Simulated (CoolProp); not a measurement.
A simple Rankine cycle with water: condensing at 313.15 K, boiler at 0.923 MPa, turbine inlet 454.6 K, turbine efficiency 0.6, pump efficiency 0.7, no recuperator. Each further row changes one setting.

Values from CoolProp's reference Helmholtz-energy equation of state, Wagner 2002.

```csv
case,thermal efficiency (%),net work (kJ/kg),heat in (kJ/kg),turbine exit temperature (K),volume ratio over the turbine
as stated,16.4,430,2620,313.1,83.3
turbine inlet 474.6 K,16.5,440,2670,313.1,80.2
condensing temperature 305.15 K,17.3,459,2650,305.1,125
boiler pressure 0.646 MPa,15.3,405,2640,313.1,58.2
turbine efficiency 0.5,13.7,358,2620,313.1,86.1
```

The expansion ends wet for: as stated; turbine inlet 474.6 K; condensing temperature 305.15 K; boiler pressure 0.646 MPa; turbine efficiency 0.5.
